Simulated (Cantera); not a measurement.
Mixture: H₂ : O₂ : N₂ = 1 : 1.22 : 7.07 (molar parts), at 760 Torr, adiabatic and at constant pressure. Ignition delay is the time to a rise of 400 K.

Detailed kinetics in Cantera: GRI-Mech 3.0 (53 species, 325 reactions). Below about 950 K walls govern HO2 and H2O2 in real vessels. Where the delays flatten at high temperature, the 400 K rule measures the pace of heat release, not the induction time.

Task: What does this change do: O2 1.22 to 0.64 parts?

Result: 
```json
[
 {"quantity": "delay at 898 K", "before": "0.468 s", "after": "0.467 s"},
 {"quantity": "delay at 1048 K", "before": "0.221 ms", "after": "0.334 ms"},
 {"quantity": "delay at 1198 K", "before": "85.0 µs", "after": "0.132 ms"},
 {"quantity": "delay at 1348 K", "before": "60.2 µs", "after": "95.8 µs"},
 {"quantity": "delay at 1498 K", "before": "58.8 µs", "after": "94.8 µs"}
]
```

Task: What does this change do: 0.03 parts NO added?

Result: 
```csv
quantity,before,after
delay at 898 K,0.468 s,0.822 ms
delay at 1048 K,0.221 ms,0.184 ms
delay at 1198 K,85.0 µs,82.8 µs
delay at 1348 K,60.2 µs,59.3 µs
delay at 1498 K,58.8 µs,57.8 µs
```
The mechanism lacks 2 NO + O2 → 2 NO2 and HONO, so NO2 and the effect of NO are under-described below about 1400 K.
